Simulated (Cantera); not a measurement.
Feed: 1 mol SiO2, 2.2 mol CO, at 1875 K and 0.00290 bar.

Equilibrium computed with Cantera from the NASA thermochemical tables; the gas is ideal and each condensed phase is pure. Candidate condensed phases: C, Si, SiC, SiO2; 20 gas species. The tables hold silica as quartz up to 1696 K and as liquid above; real silica turns to tridymite and cristobalite and melts near 1996 K. Kinetics and transport are ignored.

Base state: CO 0.947, SiO 0.0266, CO2 0.0266 (mole fractions); condensed: SiO2(condensed).

Q: What changes in the equilibrium state with this change: 1.7 mol CO2 added?

A: 
```csv
species,before,after
CO,0.947,0.563
CO2,0.0266,0.436
SiO,0.0266,0.000963
O2,5.11e-8,3.90e-5
O,1.01e-6,2.79e-5
"SiO2(condensed), mol",0.940,0.996
```

Q: What changes in the equilibrium state with this change: temperature from 1875 K to 800 K?

A: 
```json
[
 {"species": "CO", "before": "0.947", "after": "0.811"},
 {"species": "CO2", "before": "0.0266", "after": "0.189"},
 {"species": "SiO", "before": "0.0266", "after": "<1e-9"},
 {"species": "SiO2(condensed), mol", "before": "0.940", "after": "0"},
 {"species": "C(graphite), mol", "before": "0", "after": "0.349"},
 {"species": "SiO2(α-quartz), mol", "before": "0", "after": "1.00"}
]
```
